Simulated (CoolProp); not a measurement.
Vapour-liquid equilibrium of m-xylene (1) + o-xylene (2) at 157.75 °C; x and y are mole fractions of (1).

Model: multi-fluid Helmholtz-energy mixture model, Zhou 2012 and Zhou 2012; pair parameters Bell 2016, in CoolProp.

### Question
Give the bubble pressure and the first vapour's composition at x = 0.05, 0.35, 0.8. Is there an azeotrope?

### Answer
x = 0.05: 1.435 bar, y = 0.056; x = 0.35: 1.496 bar, y = 0.380; x = 0.8: 1.592 bar, y = 0.819. No azeotrope shows between x = 0.05 and 0.95.

Pair parameters are fitted to limited data, so mixtures are less certain than the pure fluids.
